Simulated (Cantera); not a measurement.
An isothermal, constant-pressure homogeneous reactor starts with H2 : O2 = 0.031 : 1 (molar parts), at 1375 K and 10.00 Torr.

Model: GRI-Mech 3.0 (53 species, 325 reactions), integrated in Cantera. Radical loss at walls, strong at low pressure, is not modelled.

One state of this run: x H2 = 0.000545; x O2 = 0.943; x HO2 = 1.38e-6; x H2O = 0.0262; x O = 0.0232. x: mole fraction; the columns are a selection and need not sum to one.

Q: Which value of t (s) does it belong to?
(A) 0.00277
(B) 0.000180
(C) 4.60e-5
(D) 3.00e-6

A: A, 0.00277
